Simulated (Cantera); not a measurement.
Mixture: 14.4 % CH4, 18.0 % O2, 67.6 % N2, equivalence ratio 1.6, at 20.7 atm, adiabatic and at constant volume. Ignition delay is the time to a rise of 400 K.

Cantera simulation using GRI-Mech 3.0 (53 species, 325 reactions); the numbers are that mechanism's predictions, not measurements. The pressure lies above the range GRI-Mech 3.0 was tuned for (to about 10 atm).

Q: Predict: delay at 1225 K; delay at 1325 K; delay at 1425 K; delay at 1525 K; delay at 1625 K; apparent activation energy between 1525 and 1625 K.

A: 
```
Property                                                Result
--------------------------------------------------  ----------
delay at 1225 K                                        1.81 ms
delay at 1325 K                                       0.597 ms
delay at 1425 K                                       0.217 ms
delay at 1525 K                                        84.9 µs
delay at 1625 K                                        35.3 µs
apparent activation energy between 1525 and 1625 K  180 kJ/mol
```
